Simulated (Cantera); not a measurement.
Charge: 1 mol CuO, 2700 mol H2, 3.8 mol H2O, held at 1548.15 K and 1800 Pa.

Cantera equilibrium calculation (NASA polynomials, part measured and part estimated; ideal gas, pure solids and liquids). Candidate condensed phases: Cu, CuO, Cu(OH)2, Cu2O, H2O; 12 gas species. The numbers say what is thermodynamically allowed, not how fast it happens.

Base state: H2 0.998, H2O 0.00177, Cu 0.000370, H 0.000230 (mole fractions); condensed: gas only.

Question: What changes in the equilibrium state with this change: pressure from 1800 Pa to 13000 Pa?

Answer: 
| species | before | after |
|---|---|---|
| H2 | 0.998 | 0.998 |
| H2O | 0.00177 | 0.00177 |
| Cu | 0.000370 | 0.000139 |
| H | 0.000230 | 8.55e-5 |
| Cu(l), mol | 0 | 0.625 |

Question: What changes in the equilibrium state with this change: CuO replaced by Al2O3?

Answer: 
```json
[
 {"species": "H2", "before": "0.998", "after": "0.998"},
 {"species": "H2O", "before": "0.00177", "after": "0.00141"},
 {"species": "H", "before": "0.000230", "after": "0.000230"},
 {"species": "Cu", "before": "0.000370", "after": "0"},
 {"species": "Al2O3(s), mol", "before": "0", "after": "1.000"}
]
```
Further candidate phases: Al, Al2O3.

Question: What changes in the equilibrium state with this change: H2 from 2700 to 0.76 mol?

Answer: 
```json
[
 {"species": "H2O", "before": "0.00177", "after": "0.987"},
 {"species": "O2", "before": "<1e-9", "after": "0.0116"},
 {"species": "Cu", "before": "0.000370", "after": "0.00100"},
 {"species": "H2", "before": "0.998", "after": "0.000241"},
 {"species": "OH", "before": "1.36e-8", "after": "0.000488"},
 {"species": "H", "before": "0.000230", "after": "3.57e-6"},
 {"species": "Cu(l), mol", "before": "0", "after": "0.730"},
 {"species": "Cu2O(l), mol", "before": "0", "after": "0.133"}
]
```
Each liquid is taken as pure. Mutual solubility and eutectic melting of coexisting phases are not modelled.
